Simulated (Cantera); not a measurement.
Feed: 1 mol (CH3)2SiCl2, 1.2 mol CH4, 1500 mol H2, held at 90.0 Torr.

Method: chemical equilibrium by Gibbs-energy minimisation in Cantera with the NASA 1993 tables (ideal gas, pure condensed phases). Candidate condensed phases: C, C6H6, C7H8, C8H18, Si, SiC; 109 gas species. The feed counts by its element totals alone. Rates play no part. All values below are at 1523 K.

Base state: H2 0.998, HCl 0.00133, CH4 0.000275, H 6.67e-5, C2H2 (acetylene) 1.18e-5 (mole fractions); condensed: C(graphite) + SiC(s).

Problem. What changes in the equilibrium state with this change: (CH3)2SiCl2 replaced by SiH4?

Solution. 
| species | before | after |
|---|---|---|
| H2 | 0.998 | 1.000 |
| CH4 | 0.000275 | 0.000128 |
| H | 6.67e-5 | 6.67e-5 |
| HCl | 0.00133 | 0 |
| C2H2 (acetylene) | 1.18e-5 | 2.52e-6 |
| C(graphite), mol | 1.75 | 0 |
| SiC(s), mol | 1.000 | 1.000 |
